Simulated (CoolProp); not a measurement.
Properties of n-perfluorobutane along the isobar 0.226 MPa.

The numbers come from the reference Helmholtz-energy equation of state, Gao 2022 in CoolProp.

```json
[
 {"T (K)": "244.6", "phase": "liquid", "Z": "0.01566", "speed of sound (m/s)": "565.4", "isothermal compressibility (1/MPa)": "0.002407", "fugacity coefficient": "0.1329"},
 {"T (K)": "258", "phase": "liquid", "Z": "0.01526", "speed of sound (m/s)": "525.9", "isothermal compressibility (1/MPa)": "0.002848", "fugacity coefficient": "0.2510"},
 {"T (K)": "271.3", "phase": "liquid", "Z": "0.01494", "speed of sound (m/s)": "485.8", "isothermal compressibility (1/MPa)": "0.003428", "fugacity coefficient": "0.4345"},
 {"T (K)": "284.7", "phase": "liquid", "Z": "0.01469", "speed of sound (m/s)": "444.1", "isothermal compressibility (1/MPa)": "0.004235", "fugacity coefficient": "0.7039"},
 {"T (K)": "298.1", "phase": "gas", "Z": "0.9188", "speed of sound (m/s)": "96.20", "isothermal compressibility (1/MPa)": "4.855", "fugacity coefficient": "0.9254"},
 {"T (K)": "311.4", "phase": "gas", "Z": "0.9307", "speed of sound (m/s)": "99.51", "isothermal compressibility (1/MPa)": "4.781", "fugacity coefficient": "0.9354"},
 {"T (K)": "324.8", "phase": "gas", "Z": "0.9403", "speed of sound (m/s)": "102.6", "isothermal compressibility (1/MPa)": "4.724", "fugacity coefficient": "0.9438"},
 {"T (K)": "338.1", "phase": "gas", "Z": "0.9483", "speed of sound (m/s)": "105.5", "isothermal compressibility (1/MPa)": "4.680", "fugacity coefficient": "0.9509"},
 {"T (K)": "351.5", "phase": "gas", "Z": "0.9549", "speed of sound (m/s)": "108.3", "isothermal compressibility (1/MPa)": "4.643", "fugacity coefficient": "0.9569"},
 {"T (K)": "364.8", "phase": "gas", "Z": "0.9605", "speed of sound (m/s)": "110.9", "isothermal compressibility (1/MPa)": "4.614", "fugacity coefficient": "0.9620"},
 {"T (K)": "378.2", "phase": "gas", "Z": "0.9653", "speed of sound (m/s)": "113.4", "isothermal compressibility (1/MPa)": "4.589", "fugacity coefficient": "0.9664"},
 {"T (K)": "391.5", "phase": "gas", "Z": "0.9694", "speed of sound (m/s)": "115.8", "isothermal compressibility (1/MPa)": "4.568", "fugacity coefficient": "0.9703"}
]
```
